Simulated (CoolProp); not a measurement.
Computed with CoolProp (reference Helmholtz-energy equation of state, Gao 2022).

Problem. For n-perfluorohexane, give the phase and the Z, speed of sound (m/s), Joule-Thomson coefficient (K/MPa), isothermal compressibility (1/MPa) at 337.9 K and 0.101 MPa; 356.6 K and 0.101 MPa.

Solution. 
- 337.9 K and 0.101 MPa: gas; Z 0.943, speed of sound 87.4, Joule-Thomson coefficient 19.6, isothermal compressibility 10.5
- 356.6 K and 0.101 MPa: gas; Z 0.953, speed of sound 90.7, Joule-Thomson coefficient 16.3, isothermal compressibility 10.4
